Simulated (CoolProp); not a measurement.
Values from CoolProp's reference Helmholtz-energy equation of state, Span 2000.

For nitrogen, give the phase and the conductivity (mW/(m K)), Prandtl number at 143.1 K and 0.101 MPa; 255.2 K and 0.101 MPa; 322.4 K and 0.101 MPa.


- 143.1 K and 0.101 MPa: gas; conductivity 13.4, Prandtl number 0.758
- 255.2 K and 0.101 MPa: gas; conductivity 22.6, Prandtl number 0.725
- 322.4 K and 0.101 MPa: gas; conductivity 27.6, Prandtl number 0.714

Viscosity comes from a separate model (Lemmon 2004). Thermal conductivity comes from a separate model (Lemmon 2004).
